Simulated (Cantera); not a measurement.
Input (Python, Cantera) and output of one run.

```python
import numpy as np
import cantera as ct

gas_names = """
    C CH CH2 CH3 CH2OH CH3O CH4 CH3OH CO CO2 COOH C2 C2H CHCO,ketyl C2H2,acetylene C2H2,vinylidene
    CH2CO,ketene C2H3,vinyl CH3CO,acetyl C2H4 C2H4O,ethylen CH3CHO,ethanal CH3COOH (HCOOH)2 C2H5 C2H6
    CH3OCH3 C2H5OH C2O C3 C3H3,propargyl C3H4,allene C3H4,propyne C3H4,cyclo- C3H5,allyl C3H6,propylene
    C3H6,cyclo- C3H6O C3H7,n-propyl C3H7,i-propyl C3H8 C3H8O,1propanol C3H8O,2propanol C3O2 C4 C4H2
    C4H4,1,3-cyclo- C4H6,butadiene C4H6,2-butyne C4H6,cyclo- C4H8,1-butene C4H8,cis2-buten
    C4H8,tr2-butene C4H8,isobutene C4H8,cyclo- (CH3COOH)2 C4H9,n-butyl C4H9,i-butyl C4H9,s-butyl
    C4H9,t-butyl C4H10,isobutane C4H10,n-butane C5 C5H6,1,3cyclo- C5H8,cyclo- C5H10,1-pentene
    C5H10,cyclo- C5H11,pentyl C5H11,t-pentyl C5H12,n-pentane C5H12,i-pentane CH3C(CH3)2CH3 C6H2
    C6H5,phenyl C6H5O,phenoxy C6H6 C6H5OH,phenol C6H10,cyclo- C6H12,1-hexene C6H12,cyclo- C6H13,n-hexyl
    C7H7,benzyl C7H8 C7H8O,cresol C7H14,1-heptene C7H15,n-heptyl C7H16,n-heptane C8H8,styrene
    C8H10,ethylbenz C8H16,1-octene C8H17,n-octyl C8H18,isooctane C8H18,n-octane C9H19,n-nonyl
    C10H8,naphthale C10H21,n-decyl C12H9,o-bipheny C12H10,bipheny H HCO HO2 H2 HCHO,formaldehy HCOOH H2O
    H2O2 O OH O2 O3
""".split()
cond_names = """
    C(gr) C6H6(L) C7H8(L) C8H18(L),n-octa H2O(s) H2O(L)
""".split()


def load(file, names, dense=False):
    # The tables refer to 1 bar. Condensed volumes are neglected.
    table = {s.name: s for s in ct.Species.list_from_file(file)}
    out = []
    for n in names:
        d = dict(table[n].input_data)
        d["thermo"] = dict(d["thermo"], **{"reference-pressure": 1e5})
        if dense:
            d["equation-of-state"] = {"model": "constant-volume", "density": "1e6 g/cm^3"}
        out.append(ct.Species.from_dict(d))
    return out


gas = ct.Solution(thermo="ideal-gas", species=load("nasa_gas.yaml", gas_names))
cond = {s.name: ct.Solution(thermo="fixed-stoichiometry", species=[s], name=s.name)
        for s in load("nasa_condensed.yaml", cond_names, dense=True)}
atoms = {
    'C2H6': {'C': 2, 'H': 6},
    'O2': {'O': 2},
    'H2O': {'H': 2, 'O': 1},
}
top_T = {'C(gr)': 4500}  # K; cautious upper limits of use, not melting points


def equilibrate(T, P, feed):
    n = {}
    for name, mol in feed.items():
        for a, k in atoms[name].items():
            n[a] = n.get(a, 0.0) + k * mol
    gas.TPX = T, P, n
    mass = sum(n.values()) * gas.mean_molecular_weight
    gas.equilibrate("TP")
    valid = [c for c in cond.values() if c.min_temp <= T <= top_T.get(c.name, c.max_temp)]
    mix = ct.Mixture([(gas, mass / gas.mean_molecular_weight)] + [(c, 0.0) for c in valid])
    mix.T, mix.P = T, P
    mix.equilibrate("TP", solver="vcs", rtol=1e-11, max_steps=5000)
    return mix


results = []
feed = {'C2H6': 1, 'O2': 0.0095, 'H2O': 0.046}  # mol
T = 2748  # K
P = 2000000  # Pa
mix = equilibrate(T, P, feed)
results.append((T, P, feed, dict(zip(mix.species_names, mix.species_moles))))
print(gas.report(threshold=0.001))
for i in range(1, mix.n_phases):
    print(f"{mix.phase(i).name:16s} {mix.phase_moles(i):12.5e} mol")
```

Output:

```
       temperature   2748 K
          pressure   2e+06 Pa
           density   0.28236 kg/m^3
  mean mol. weight   3.2256 kg/kmol
   phase of matter   gas

                          1 kg             1 kmol
                     ---------------   ---------------
          enthalpy        2.7629e+07        8.9122e+07  J
   internal energy        2.0546e+07        6.6273e+07  J
           entropy             56632        1.8268e+05  J/K
    Gibbs function         -1.28e+08       -4.1287e+08  J
 heat capacity c_p             11683             37686  J/K
 heat capacity c_v            9105.7             29372  J/K

                      mass frac. Y      mole frac. X     chem. pot. / RT
                     ---------------   ---------------   ---------------
               CH4         0.0091145         0.0018326           -38.707
                CO           0.18045          0.020781           -34.547
    C2H2,acetylene           0.21099          0.026138           -24.583
                 H         0.0045895          0.014687           -8.8051
                H2           0.58462           0.93541            -17.61
     [ +105 minor]          0.010228         0.0011544

C(gr)             1.75810e+00 mol
```

Equilibrium computed with Cantera from the NASA thermochemical tables; the gas is ideal and each condensed phase is pure.
